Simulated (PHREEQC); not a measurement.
A PHREEQC input (ion-association model, phreeqc.dat):

```
SOLUTION 1
  temp 30
  units mg/kgw
  pH 12.5
  pe -0.5
  Na 117
  K 208
  Ca 487
  Mg 95.5
  Cl 676
  S(6) 171 as SO4
  Alkalinity 1210 as HCO3
  Zn 2.21
  Li 0.171
END
USE solution 1
EQUILIBRIUM_PHASES 1
  Quartz 0 0.5
  CO2(g) -3.4 10
END
```

It stops with these messages:

```
WARNING: Maximum iterations exceeded, 100
WARNING: Maximum iterations exceeded, 100
WARNING: The program has failed to converge to a numerical solution.
ERROR:           Alkalinity has not converged. Total: 1.982986e-02	Calculated: 5.885281e-02	Residual: -3.902296e-02
ERROR: Is non-carbonate alkalinity greater than total alkalinity?
ERROR:                   Ca has not converged. Total: 1.215070e-02	Calculated: 8.749332e-04	Residual: 1.127577e-02
ERROR:                   Cl has not converged. Total: 1.906750e-02	Calculated: 4.907513e-03	Residual: 1.415998e-02
ERROR:                    K has not converged. Total: 5.319421e-03	Calculated: 6.498258e-03	Residual: -1.178837e-03
ERROR:                   Li has not converged. Total: 2.464332e-05	Calculated: 2.939818e-05	Residual: -4.754864e-06
ERROR:                   Mg has not converged. Total: 3.928101e-03	Calculated: 2.016397e-03	Residual: 1.911705e-03
ERROR:                   Na has not converged. Total: 5.089213e-03	Calculated: 3.198027e-03	Residual: 1.891186e-03
ERROR:                 S(6) has not converged. Total: 1.780063e-03	Calculated: 6.500129e-04	Residual: 1.130050e-03
ERROR:                   Zn has not converged. Total: 3.380756e-05	Calculated: 2.838498e-05	Residual: 5.422575e-06
ERROR:                   Mu Ionic strength has not converged. 	Residual: 4.485810e-03
ERROR:               A(H2O) Activity of water has not converged. 	Residual: 1.267370e-03
ERROR: Model failed to converge for initial solution  1.
```

### Question
What went wrong, and how is it mended?

### Answer
The fault: pH typed as 12.5 with the alkalinity kept. The line should read `pH 6.95` where the input has `pH 12.5`. With the mend the run ends at pH 9.11 and ionic strength 0.0454 mol/kgw.
